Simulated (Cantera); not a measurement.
A closed system holds: 1 mol BN, 2.5 mol H2O, a varied amount of H2, equilibrated at 1825 K and 0.133 bar.

Equilibrium computed with Cantera from the NASA thermochemical tables; the gas is ideal and each condensed phase is pure. Candidate condensed phases: B, BN, B2O3, B3O3H3, H2O; 39 gas species. Kinetics and transport are ignored.

x: gas mole fraction; nothing condenses.

```json
[
 {"n(H2) (mol)": "5.8", "x H2": "0.781", "x HBO2": "0.0867", "x H2O": "0.0657", "x N2": "0.0537"},
 {"n(H2) (mol)": "11", "x H2": "0.858", "x HBO2": "0.0549", "x H2O": "0.0431", "x N2": "0.0345"},
 {"n(H2) (mol)": "16", "x H2": "0.893", "x HBO2": "0.0403", "x H2O": "0.0327", "x N2": "0.0256"},
 {"n(H2) (mol)": "20", "x H2": "0.911", "x HBO2": "0.0331", "x H2O": "0.0276", "x N2": "0.0213"},
 {"n(H2) (mol)": "25", "x H2": "0.926", "x HBO2": "0.0270", "x H2O": "0.0232", "x N2": "0.0175"},
 {"n(H2) (mol)": "30", "x H2": "0.936", "x HBO2": "0.0227", "x H2O": "0.0201", "x N2": "0.0149"},
 {"n(H2) (mol)": "35", "x H2": "0.944", "x HBO2": "___", "x H2O": "___", "x N2": "___"},
 {"n(H2) (mol)": "40", "x H2": "0.950", "x HBO2": "0.0171", "x H2O": "0.0159", "x N2": "0.0115"},
 {"n(H2) (mol)": "45", "x H2": "0.955", "x HBO2": "0.0152", "x H2O": "0.0145", "x N2": "0.0103"},
 {"n(H2) (mol)": "50", "x H2": "0.959", "x HBO2": "___", "x H2O": "0.0133", "x N2": "___"},
 {"n(H2) (mol)": "55", "x H2": "0.962", "x HBO2": "0.0123", "x H2O": "0.0123", "x N2": "0.00854"},
 {"n(H2) (mol)": "59", "x H2": "0.964", "x HBO2": "0.0114", "x H2O": "0.0117", "x N2": "0.00799"}
]
```

Task: Complete the blanks.

Result: 
- 35, x HBO2: 0.0195
- 35, x H2O: 0.0177
- 35, x N2: 0.0130
- 50, x HBO2: 0.0136
- 50, x N2: 0.00934
